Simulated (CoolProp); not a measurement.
Vapour-liquid equilibrium of trans-2-butene (1) + methanol (2) at 382.3 K; x and y are mole fractions of (1).

Model: multi-fluid Helmholtz-energy mixture model, Lemmon 2005 and de Reuck 1993; pair parameters Bell 2016, in CoolProp.

```csv
x,"bubble pressure, mixture model (bar)","bubble pressure, Raoult's law (bar)","y, mixture model","y, Raoult's law"
0.05,___,5.348,0.427,0.168
0.125,12.28,6.346,0.616,0.354
0.2,14.86,7.344,___,0.490
0.275,16.33,8.342,0.717,0.593
0.35,17.07,9.340,0.732,0.674
0.425,17.45,10.34,0.741,0.740
0.5,___,11.34,0.747,0.793
0.575,___,12.33,0.756,0.839
0.65,___,13.33,0.769,0.877
0.725,___,14.33,0.790,0.910
0.8,18.69,15.33,0.822,0.939
0.875,18.74,16.33,0.869,0.964
0.95,18.46,17.33,0.937,0.986
```

### Question
Complete the blanks.

### Answer

- 0.05, bubble pressure, mixture model (bar): 8.238
- 0.2, y, mixture model: 0.686
- 0.5, bubble pressure, mixture model (bar): 17.68
- 0.575, bubble pressure, mixture model (bar): 17.92
- 0.65, bubble pressure, mixture model (bar): 18.18
- 0.725, bubble pressure, mixture model (bar): 18.47

The largest gap from Raoult's law is +102.3 % in bubble pressure, at x = 0.2. y crosses x between x = 0.8 and 0.875: the model has an azeotrope there.

The pair parameters rest on a limited set of measurements; away from them the model extrapolates. With so large a gap from Raoult's law the liquid may split in two, which this calculation doesn't test in full.
